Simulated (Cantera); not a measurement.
Input (Python, Cantera) and output of one run.

```python
import numpy as np
import cantera as ct

gas_names = """
    NO2 NO
""".split()
cond_names = """
    NbO2(I) NbO2(II) NbO2(III) NbO2(L) Nb2O5(s) Nb2O5(L)
""".split()


# ... load() reads the species with a 1 bar reference pressure and builds the phases ...
species = {s.name: s for s in load("nasa_gas.yaml", gas_names) + load("nasa_condensed.yaml", cond_names)}
# Each term lists the table entries of one substance; the one whose range holds T is used.
reactions = {
    'NO2(g) + 2 NbO2 = Nb2O5 + NO(g)':
        [(-1, ['NO2']), (-2, ['NbO2(I)', 'NbO2(II)', 'NbO2(III)', 'NbO2(L)']), (1, ['Nb2O5(s)', 'Nb2O5(L)']), (1, ['NO'])],
}


def pick(names, T):
    return next(species[n] for n in names if species[n].thermo.min_temp <= T <= species[n].thermo.max_temp)


results = []
for label, terms in reactions.items():
    print(label)
    print("     T/K   dH/kJ  dS/(J/K)   dG/kJ   log10 K")
    for T in [300, 1348, 1373, 1398, 1423, 1448, 1473, 1498, 1523, 1548]:
        used = [(nu, pick(names, T)) for nu, names in terms]
        dH = sum(nu * s.thermo.h(T) for nu, s in used) / 1e6
        dS = sum(nu * s.thermo.s(T) for nu, s in used) / 1e3
        dG = dH - T * dS / 1e3
        logK = -dG * 1e6 / (ct.gas_constant * T * np.log(10))
        results.append((label, T, dH, dS, dG, logK, [s.name for _, s in used]))
        print(f"{T:8g} {dH:8.1f} {dS:8.1f} {dG:8.1f} {logK:8.2f}")
```

Output:

```
NO2(g) + 2 NbO2 = Nb2O5 + NO(g)
     T/K   dH/kJ  dS/(J/K)   dG/kJ   log10 K
     300   -252.5     -1.0   -252.2    43.92
    1348   -266.3    -11.4   -251.0     9.73
    1373   -266.4    -11.5   -250.7     9.54
    1398   -266.6    -11.6   -250.4     9.36
    1423   -266.7    -11.6   -250.1     9.18
    1448   -266.8    -11.7   -249.8     9.01
    1473   -267.0    -11.8   -249.6     8.85
    1498   -267.1    -11.9   -249.3     8.69
    1523   -267.2    -12.0   -249.0     8.54
    1548   -267.3    -12.1   -248.7     8.39
```

Source: NASA polynomial tables (part measured, part estimated), evaluated in Cantera. Condensed species are held in their standard states even where they would react or evaporate.
